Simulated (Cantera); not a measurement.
Input: 1 mol AlCl3, 7.5 mol N2, 850 mol H2, at 1.33 mbar.

Method: chemical equilibrium by Gibbs-energy minimisation in Cantera with the NASA 1993 tables (ideal gas, pure condensed phases). Candidate condensed phases: Al, AlCl3, AlN, NH4Cl; 20 gas species. Rates play no part.

Q: Which condensed phases are stable at each of these points (T (K)): 1348, 1498, 1648, 1798, 1948, 2098, 2248?

A: 
```tsv
T (K)	condensed phases	Al condensed (%)
1348	AlN(s)	42.6
1498	gas only	0.0
1648	gas only	0.0
1798	gas only	0.0
1948	gas only	0.0
2098	gas only	0.0
2248	gas only	0.0
```

At 1348 K the condensed part is AlN(s). From 1498 K to 2248 K nothing is condensed.
